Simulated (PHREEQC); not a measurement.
A solution holds 0.07 mol/kgw KHCO3, 5.8e-05 mol/kgw Na2B4O7 and 0.00018 mol/kgw NaCl, at 25 °C. Closed to the air; pH follows from the charge balance.

All values are PHREEQC results (ion-association model, phreeqc.dat), not measurements.

Each row changes one thing in this solution. Precipitation was switched off in this run.

```json
[
 {"case": "as made", "pH": "8.18", "ionic strength (mol/kgw)": "0.0712", "CO3-2 (mol/kgw)": "0.000907", "CO2 (mol/kgw)": "0.000818", "Na+ (mol/kgw)": "0.000287", "NaHCO3 (mol/kgw)": "7.05e-6"},
 {"case": "diluted 2-fold with water", "pH": "(withheld)", "ionic strength (mol/kgw)": "0.0356", "CO3-2 (mol/kgw)": "0.000435", "CO2 (mol/kgw)": "0.000392", "Na+ (mol/kgw)": "0.000145", "NaHCO3 (mol/kgw)": "1.98e-6"},
 {"case": "Na2B4O7 replaced by NaOH at the same molality", "pH": "8.17", "ionic strength (mol/kgw)": "0.0711", "CO3-2 (mol/kgw)": "0.000889", "CO2 (mol/kgw)": "0.000834", "Na+ (mol/kgw)": "0.000231", "NaHCO3 (mol/kgw)": "5.67e-6"},
 {"case": "Na2B4O7 from 5.8e-05 to 0.000116 mol/kgw", "pH": "(withheld)", "ionic strength (mol/kgw)": "0.0713", "CO3-2 (mol/kgw)": "0.000955", "CO2 (mol/kgw)": "0.000776", "Na+ (mol/kgw)": "0.000399", "NaHCO3 (mol/kgw)": "9.80e-6"},
 {"case": "NaCl from 0.00018 to 0.00036 mol/kgw", "pH": "8.18", "ionic strength (mol/kgw)": "0.0714", "CO3-2 (mol/kgw)": "0.000906", "CO2 (mol/kgw)": "0.000818", "Na+ (mol/kgw)": "0.000461", "NaHCO3 (mol/kgw)": "1.13e-5"},
 {"case": "NaCl left out", "pH": "8.18", "ionic strength (mol/kgw)": "0.0710", "CO3-2 (mol/kgw)": "0.000907", "CO2 (mol/kgw)": "0.000817", "Na+ (mol/kgw)": "0.000112", "NaHCO3 (mol/kgw)": "2.76e-6"},
 {"case": "temperature from 25 to 50 °C", "pH": "(withheld)", "ionic strength (mol/kgw)": "0.0713", "CO3-2 (mol/kgw)": "0.000998", "CO2 (mol/kgw)": "0.000923", "Na+ (mol/kgw)": "0.000283", "NaHCO3 (mol/kgw)": "5.96e-6"},
 {"case": "diluted 5-fold with water", "pH": "(withheld)", "ionic strength (mol/kgw)": "0.0142", "CO3-2 (mol/kgw)": "0.000166", "CO2 (mol/kgw)": "0.000150", "Na+ (mol/kgw)": "5.87e-5", "NaHCO3 (mol/kgw)": "3.57e-7"}
]
```

Problem. Fill in the missing entries.

Solution. 
- diluted 2-fold with water, pH: 8.22
- Na2B4O7 from 5.8e-05 to 0.000116 mol/kgw, pH: 8.20
- temperature from 25 to 50 °C, pH: 8.05
- diluted 5-fold with water, pH: 8.26

At this temperature some constants are extrapolated from 25 °C, and those without enthalpy data are left unchanged.
